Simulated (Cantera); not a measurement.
Charge: 1 mol SiCl₄, 100 mol H₂, equilibrated at 0.825 Torr.

Method: chemical equilibrium by Gibbs-energy minimisation in Cantera with the NASA 1993 tables (ideal gas, pure condensed phases). Candidate condensed phases: Si; 19 gas species. The tables' values for SiCl₃ are old estimates; treat these amounts as uncertain. Kinetics and transport are ignored. All values below are at 1325 K.

Base state: H₂ 0.964, HCl 0.0329, SiCl₂ 0.00308, H 4.84e-5, SiCl₃ 3.08e-5 (mole fractions); condensed: Si(s).

Task: What changes in the equilibrium state with this change: H₂ from 100 to 56 mol?

Result: 
```json
[
 {"species": "H₂", "before": "0.964", "after": "0.939"},
 {"species": "HCl", "before": "0.0329", "after": "0.0525"},
 {"species": "SiCl₂", "before": "0.00308", "after": "0.00802"},
 {"species": "SiCl₄", "before": "1.67e-6", "after": "1.13e-5"},
 {"species": "SiCl₃", "before": "3.08e-5", "after": "0.000129"},
 {"species": "SiHCl₃", "before": "2.50e-6", "after": "1.04e-5"},
 {"species": "H", "before": "4.84e-5", "after": "4.78e-5"},
 {"species": "Si(s), mol", "before": "0.682", "after": "0.526"}
]
```
